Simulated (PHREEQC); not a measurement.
1 kg of water holding 0.028 mol Na2SO4 meets 20 L of dry gas (H2 0.52, N2 0.48 by moles) at fixed total pressure, at 200 atm; fugacities by Peng-Robinson. The gases take part in no redox reaction, some water evaporates into the gas, and hydrates or a liquid gas phase aren't modelled. Nothing may precipitate in this run.

All values are PHREEQC results (ion-association model, phreeqc.dat), not measurements.

```
T (°C)  dissolved H2 (mol/kgw)  φ of H2  p of H2 (atm)  dissolved N2 (mol/kgw)  φ of N2  p of N2 (atm)
------  ----------------------  -------  -------------  ----------------------  -------  -------------
10                      0.0763    1.083            104                  0.0603    0.965           96.0
20                      0.0712    1.081            104                  0.0520    0.979           96.0
30                      0.0678    1.080            104                  0.0462    0.991           96.0
40                      0.0658    1.078            104                  0.0422    1.002           95.9
50                      0.0648    1.076            104                  0.0394    1.012           95.9
60                      0.0647    1.075            104                  0.0376    1.020           95.9
70                      0.0654    1.073            104                  0.0366    1.028           95.8
80                      0.0668    1.072            104                  0.0362    1.034           95.7
90                      0.0688    1.071            103                  0.0364    1.040           95.5
```

Species that the database lacks are ignored. Away from 25 °C the constants follow the database's enthalpies or fits; those with neither stay at their 25 °C values.
